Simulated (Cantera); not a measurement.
A closed system holds: 1 mol K2CO3, 0.16 mol C, 0.19 mol H2, at 76000 Pa.

Equilibrium computed with Cantera from the NASA thermochemical tables; the gas is ideal and each condensed phase is pure. Candidate condensed phases: C, C6H6, C7H8, C8H18, H2O, K, KOH, KO2, K2CO3, K2O, K2O2; 116 gas species. Kinetics and transport are ignored.

Which condensed phases are stable at each of these points (T (K)): 750, 800, 850, 900, 950, 1000, 1050, 1100, 1150, 1200, 1250, 1300, 1350, 1400?


| T (K) | condensed phases | K condensed (%) |
|---|---|---|
| 750 | C(graphite) + K2CO3(s) | 100.0 |
| 800 | C(graphite) + K2CO3(s) | 100.0 |
| 850 | C(graphite) + K2CO3(s) | 100.0 |
| 900 | C(graphite) + K2CO3(s) | 100.0 |
| 950 | C(graphite) + K2CO3(s) | 100.0 |
| 1000 | C(graphite) + K2CO3(s) | 100.0 |
| 1050 | C(graphite) + K2CO3(s) | 99.9 |
| 1100 | C(graphite) + K2CO3(s) | 99.9 |
| 1150 | C(graphite) + K2CO3(s) | 99.6 |
| 1200 | C(graphite) + K2CO3(l) | 99.1 |
| 1250 | C(graphite) + K2CO3(l) | 97.5 |
| 1300 | K2CO3(l) | 91.8 |
| 1350 | K2CO3(l) | 91.4 |
| 1400 | K2CO3(l) | 90.7 |

From 750 K to 1150 K the condensed part is C(graphite) + K2CO3(s). From 1200 K to 1250 K the condensed part is C(graphite) + K2CO3(l). From 1300 K to 1400 K the condensed part is K2CO3(l).
